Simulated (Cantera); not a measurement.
An isothermal, constant-pressure homogeneous reactor starts with NH₃ : H₂ = 1 : 0.76 (molar parts), at 1425 K and 0.0133 bar. Integrator tolerance rtol = 1e-08.

Cantera simulation using the gas-phase N/H chemistry of the illustrative SiF4/NH3 mechanism in the Surface Chemkin manual (1991); the numbers are that mechanism's predictions, not measurements. Walls and surfaces, which speed up NH3 decomposition in real reactors, are not modelled.

**Question.** What does this change do: pressure from 0.0133 bar to 0.370 bar?

**Answer.** 
```csv
quantity,before,after
x(NH₃) at 30.0 s,0.564 (gas-phase equilibrium 3.25e-7),0.534 (gas-phase equilibrium 9.02e-6)
x(H₂) at 30.0 s,0.435 (gas-phase equilibrium 0.819),0.455 (gas-phase equilibrium 0.819)
x(N₂) at 30.0 s,0.00131 (gas-phase equilibrium 0.181),0.0109 (gas-phase equilibrium 0.181)
x(N₂H₄) at 30.0 s,2.95e-9 (gas-phase equilibrium <1e-12),2.45e-8 (gas-phase equilibrium <1e-12)
x(N) at 30.0 s,1.65e-9 (gas-phase equilibrium <1e-12),3.08e-10 (gas-phase equilibrium <1e-12)
x(NH₂) at 30.0 s,2.49e-5 (gas-phase equilibrium 4.41e-11),1.36e-5 (gas-phase equilibrium 2.33e-10)
x(NH) at 30.0 s,6.30e-8 (gas-phase equilibrium <1e-12),1.99e-8 (gas-phase equilibrium <1e-12)
```

**Question.** What does this change do: pressure from 0.0133 bar to 1.01 bar?

**Answer.** 
```
quantity                                             before                                     after
-----------------  ----------------------------------------  ----------------------------------------
x(NH₃) at 30.0 s      0.564 (gas-phase equilibrium 3.25e-7)     0.524 (gas-phase equilibrium 2.47e-5)
x(H₂) at 30.0 s         0.435 (gas-phase equilibrium 0.819)       0.462 (gas-phase equilibrium 0.819)
x(N₂) at 30.0 s       0.00131 (gas-phase equilibrium 0.181)      0.0141 (gas-phase equilibrium 0.181)
x(N₂H₄) at 30.0 s    2.95e-9 (gas-phase equilibrium <1e-12)    3.15e-8 (gas-phase equilibrium <1e-12)
x(N) at 30.0 s       1.65e-9 (gas-phase equilibrium <1e-12)   1.04e-10 (gas-phase equilibrium <1e-12)
x(NH₂) at 30.0 s   2.49e-5 (gas-phase equilibrium 4.41e-11)  9.30e-6 (gas-phase equilibrium 3.85e-10)
x(NH) at 30.0 s      6.30e-8 (gas-phase equilibrium <1e-12)    9.54e-9 (gas-phase equilibrium <1e-12)
```
